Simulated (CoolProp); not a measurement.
Model: reference Helmholtz-energy equation of state, Lemmon 2004, in CoolProp. It is a short technical equation, of lower accuracy than the large ones.

Problem. For n-dodecane, give the phase and the density (kg/m³), Joule-Thomson coefficient (K/MPa), isothermal compressibility (1/MPa), conductivity (mW/(m K)) at 555.2 K and 4.14 MPa; 313.5 K and 0.0778 MPa; 549.1 K and 0.317 MPa.

Solution. 
- 555.2 K and 4.14 MPa: liquid; density 545, Joule-Thomson coefficient 0.0106, isothermal compressibility 0.00801, conductivity 87.1
- 313.5 K and 0.0778 MPa: liquid; density 734, Joule-Thomson coefficient -0.412, isothermal compressibility 0.00111, conductivity 132
- 549.1 K and 0.317 MPa: gas; density 14.0, Joule-Thomson coefficient 21.2, isothermal compressibility 3.82, conductivity 32.3

Thermal conductivity comes from a separate model (Huber 2004).
